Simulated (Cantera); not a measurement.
A freely propagating, adiabatic, planar premixed flame of 9.28 % CH4, 8.26 % CO, 20.6 % O2, 61.9 % N2, unburnt at 525 K and 1.01 bar; mixture-averaged transport, grid criteria slope 0.08 and curve 0.16, no radiation.

Model: GRI-Mech 3.0 (53 species, 325 reactions), integrated in Cantera. Burning velocities carry a grid error of a few per cent, more on coarse grids.

Predict: laminar burning velocity; thermal thickness; peak x(C2H2); peak x(CH3).


```
Quantity                     Value
------------------------  --------
laminar burning velocity  162 cm/s
thermal thickness         0.260 mm
peak x(C2H2)              0.000102
peak x(CH3)                0.00342
```
